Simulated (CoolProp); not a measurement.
Saturation properties of R141b.

Model: reference Helmholtz-energy equation of state, Lemmon 2006, in CoolProp. It is a short technical equation, of lower accuracy than the large ones.

```
T (K)     p (kPa)  vapour density (kg/m³)  surface tension (mN/m)  liquid conductivity (mW/(m K))
-----  ----------  ----------------------  ----------------------  ------------------------------
241         5.126                  0.3007                    25.5                             107
250.1       8.748                  0.4956                    24.3                      (withheld)
259.2       14.28                  0.7830                    23.1                             102
268.3       22.42                   1.192                    21.9                            99.4
277.4       33.99                   1.756                    20.8                            96.8
286.5       49.95                   2.513                    19.6                            94.2
295.6       71.41                   3.506                    18.5                            91.6
304.7  (withheld)                   4.781                    17.4                            89.0
313.9  (withheld)                   6.410                    16.3                            86.5
323         182.0              (withheld)                    15.2                            84.0
332.1       238.9                   10.87              (withheld)                            81.6
341.2       308.3                   13.85              (withheld)                            79.3
350.3       392.1                   17.43                    12.0                            77.0
```

Q: Some entries are withheld; supply them.

A: 
- 250.1, liquid conductivity (mW/(m K)): 105
- 304.7, p (kPa): 99.57
- 313.9, p (kPa): 136.2
- 323, vapour density (kg/m³): 8.414
- 332.1, surface tension (mN/m): 14.1
- 341.2, surface tension (mN/m): 13.0

It boils at 305.2 K under 1 atm.

Thermal conductivity comes from a separate model (Huber 2003), an estimate that may be off by 10 % or more. Surface tension comes from a separate correlation (Mulero 2012).
